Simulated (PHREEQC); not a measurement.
Make-up at 25 °C: 0.00087 mol CaSO4, 0.0022 mol Na2HPO4 and 0.017 mol KCl per kg of water. Closed to the air; pH follows from the charge balance.

Equilibrium calculation in PHREEQC: ion-association model, phreeqc.dat.

The pH comes out as 8.29, the ionic strength comes out as 0.0256 mol/kgw and the specific conductance is 2800 µS/cm. The total alkalinity is 2.20 meq/kg.

```csv
species,molality,activity,log γ
Cl-,0.0170,0.0145,-0.068
K+,0.0169,0.0144,-0.069
Na+,0.00438,0.00377,-0.065
HPO4-2,0.00180,0.000991,-0.259
SO4-2,0.000785,0.000432,-0.260
Ca+2,0.000578,0.000322,-0.254
CaHPO4,0.000174,0.000175,0.003
H2PO4-,9.50e-5,8.20e-5,-0.064
CaPO4-,9.31e-5,8.04e-5,-0.064
KSO4-,5.08e-5,4.38e-5,-0.064
KHPO4-,3.23e-5,2.79e-5,-0.064
CaSO4,2.46e-5,2.47e-5,0.003
NaSO4-,9.45e-6,8.17e-6,-0.064
NaHPO4-,8.43e-6,7.28e-6,-0.064
```

This is a speciation only: nothing precipitates in the calculation. Saturation is exceeded, for instance for Hydroxyapatite; the values hold only as long as no solid forms. Complexes and solids missing from the database can't appear.
